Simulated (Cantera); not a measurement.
A closed system holds: 1 mol Si, 4.5 mol N2O, 200 mol N2, 0.027 mol CO2, at 2200 K.

Method: chemical equilibrium by Gibbs-energy minimisation in Cantera with the NASA 1993 tables (ideal gas, pure condensed phases). Candidate condensed phases: C, Si, SiC, SiO2, Si2N2O, Si3N4; 34 gas species. The tables hold silica as quartz up to 1696 K and as liquid above; real silica turns to tridymite and cristobalite and melts near 1996 K. Rates play no part.

What share of the Si ends up in condensed phases as a function of P (Pa), at 0.100, 1.50, 22, 320, 4600, 68000, 1000000?


```
P (Pa)   Si condensed (%)       as
-------  ----------------  -------
0.100                 0.0        -
1.50                  0.0        -
22                    0.0        -
320                   0.0        -
4600                 58.1  SiO2(l)
68000                99.1  SiO2(l)
1000000             100.0  SiO2(l)
```
